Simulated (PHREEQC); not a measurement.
0.2 g of hydrous ferric oxide (600 m²/g; 0.2 weak and 0.005 strong sites per Fe, Dzombak-Morel constants, diffuse double layer) in 1 kg of water with 0.01 mol/kgw of an inert sodium salt and 0.0032 mmol/kgw CaCl2 and 0.00086 mmol/kgw Na2SeO4, at 25 °C; the pH is set by adding NaOH or the inert anion's acid. Oxygen is held at 0.21 atm. The system is closed to CO2. Precipitation was switched off in this run.

Base run: PHREEQC, ion-association model, wateq4f.dat. Each further column changes one thing. The table gives Se sorbed (%).

```tsv
pH	base	no electrostatic term (-no_edl)	background salt from 0.01 to 0.001 mol/kgw	oxide from 0.2 to 1 g/kgw
3	100.0	0.1	100.0	100.0
3.5	100.0	0.1	100.0	100.0
4.5	99.9	0.1	100.0	100.0
5	99.5	0.1	99.9	99.9
5.5	97.8	0.1	99.4	99.5
6.5	55.7	0.1	71.8	86.4
7	14.6	0.1	22.5	46.2
7.5	2.1	0.1	3.1	9.6
8.5	0.0	0.1	0.0	0.1
9	0.0	0.1	0.0	0.0
```

The oxide is taken as insoluble; below pH 4 it would dissolve.
